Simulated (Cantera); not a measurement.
# Si + Br2 + H2 (silicon etching in halogen gases)

Input: 1 mol Si, 2.4 mol Br2, 31 mol H2, equilibrated at 0.0165 Torr.

Equilibrium computed with Cantera from the NASA thermochemical tables; the gas is ideal and each condensed phase is pure. Candidate condensed phases: Br2, Si; 19 gas species. The tables' values for SiBr, SiBr3 are old estimates; treat these amounts as uncertain. Rates play no part.

From 402 °C to 502 °C nothing is condensed. From 602 °C to 1302 °C the condensed part is Si(s). The main Si-bearing gas is SiBr4 at 402 °C and SiBr2 at 1302 °C.

```tsv
T (°C)	x H2	x HBr	x Br	x SiBr4	x SiBr2	n Si(s)
402	0.944	0.0248	3.29e-9	0.0308	5.12e-7	0
502	0.943	0.0258	1.10e-7	0.0301	0.000310	0
602	0.911	0.0674	4.27e-6	0.0174	0.00372	0.287
702	0.878	0.105	5.78e-5	0.00293	0.0128	0.462
802	0.874	0.108	0.000340	0.000170	0.0172	0.415
902	0.876	0.103	0.00139	1.25e-5	0.0193	0.354
1002	0.877	0.0981	0.00450	1.30e-6	0.0203	0.317
1102	0.876	0.0908	0.0119	1.66e-7	0.0200	0.324
1202	0.873	0.0800	0.0262	2.24e-8	0.0175	0.385
1302	0.863	0.0649	0.0475	2.68e-9	0.0128	0.423
```
x: gas mole fraction; n: condensed amount in mol.
